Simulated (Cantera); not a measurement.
An isothermal, constant-pressure homogeneous reactor starts with C₂H₆ : N₂ = 1 : 0.37 (molar parts), at 1400 K and 0.210 bar.

Cantera simulation using GRI-Mech 3.0 (53 species, 325 reactions); the numbers are that mechanism's predictions, not measurements. GRI-Mech 3.0 stops at C3 and has no aromatics, soot or wall deposition, so with more carbon than oxygen in the feed, carbon stays in small species such as C2H2 where larger ones or solid carbon would form.

Task: Predict: x(C₂H₆) at 70.0 s; x(C₂H₄) at 70.0 s; x(HCN) at 70.0 s; x(CH₄) at 70.0 s; x(C₂H₂) at 70.0 s.

Result: 
```json
{
 "x(C₂H₆) at 70.0 s": "4.51e-5 (gas-phase equilibrium 4.07e-5)",
 "x(C₂H₄) at 70.0 s": "0.0222 (gas-phase equilibrium 0.0199)",
 "x(HCN) at 70.0 s": "1.27e-9 (gas-phase equilibrium 0.0649)",
 "x(CH₄) at 70.0 s": "0.100 (gas-phase equilibrium 0.0956)",
 "x(C₂H₂) at 70.0 s": "0.261 (gas-phase equilibrium 0.231)"
}
```
